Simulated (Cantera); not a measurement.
SiH2Cl2 + HCl + N2 (silicon epitaxy and polysilicon growth)

Charge: 1 mol SiH2Cl2, 0.29 mol HCl, 69 mol N2, held at 950 K and 0.740 bar.

Equilibrium computed with Cantera from the NASA thermochemical tables; the gas is ideal and each condensed phase is pure. Candidate condensed phases: NH4Cl, Si, Si3N4; 28 gas species. N2 is the only nitrogen source here; it is nearly inert below about 1500 K, so the nitride shown seldom forms there in practice. Kinetics and transport are ignored.

The x(N2) is 0.970 and the x(HCl) is 0.0217. The x(H2) is 0.00535. The x(SiCl4) comes out as 0.00268 and the x(SiHCl3) is 3.02e-6. The n(Si3N4(s)) comes out as 0.270 mol. The gas amount is 70.56 mol and the log10 activity of Si(s) (absent) is -7.78.
